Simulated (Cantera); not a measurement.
## Moist CO burnout

An isothermal, constant-pressure homogeneous reactor starts with 1.21 % CO, 5.68 % O2, 0.0549 % H2O, 93.1 % N2, at 1150 K and 0.920 bar.

Cantera simulation using GRI-Mech 3.0 (53 species, 325 reactions); the numbers are that mechanism's predictions, not measurements.

```
t (s)        x CO    x O2     x H2O       x H     x HO2
-------  --------  ------  --------  --------  --------
0.00100    0.0121  0.0568  0.000549  7.15e-11  5.32e-10
0.00223    0.0121  0.0568  0.000549  2.61e-10   3.44e-9
0.00496    0.0121  0.0568  0.000549   1.55e-9   2.74e-8
0.0110     0.0121  0.0568  0.000549   5.84e-8   6.37e-7
0.0246    0.00888  0.0551  0.000533   6.78e-6   2.83e-6
0.0548    0.00350  0.0526  0.000543   1.97e-6   1.88e-6
0.122     0.00101  0.0515  0.000548   3.44e-7   1.02e-6
0.272    0.000233  0.0511  0.000551   4.28e-8   4.45e-7
0.605     4.40e-5  0.0510  0.000552   4.31e-9   1.48e-7
1.35      6.85e-6  0.0510  0.000552  3.71e-10   3.37e-8
3.00      8.86e-7  0.0510  0.000552  3.22e-11   5.90e-9
```
x: mole fraction; the columns are a selection and need not sum to one.

Equilibrium at this temperature and pressure: CO 2.89e-10, O2 0.0510, H2O 0.000552, H <1e-12, HO2 1.89e-10 (gas phase only).
